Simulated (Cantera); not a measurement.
Feed: 1 mol SiCl4, 5.9 mol N2, at 1425 K and 25000 Pa.

These are equilibrium values from Cantera (NASA tables, ideal gas, pure condensed phases), not measurements of a reactor. Candidate condensed phases: Si, Si3N4; 13 gas species. The tables' values for SiCl3 are old estimates; treat these amounts as uncertain. Equilibrium is a limit: real reactors are often held back by kinetics, nucleation or transport.

Base state: N2 0.855, SiCl4 0.144, SiCl3 0.000476, Cl 0.000416, Cl2 3.66e-5 (mole fractions); condensed: gas only.

**Question.** What changes in the equilibrium state with this change: pressure from 25000 Pa to 1330 Pa?

**Answer.** 
| species | before | after |
|---|---|---|
| N2 | 0.855 | 0.853 |
| SiCl4 | 0.144 | 0.143 |
| Cl | 0.000416 | 0.00197 |
| SiCl3 | 0.000476 | 0.00186 |
| SiCl2 | 6.18e-6 | 9.58e-5 |
| Cl2 | 3.66e-5 | 4.37e-5 |
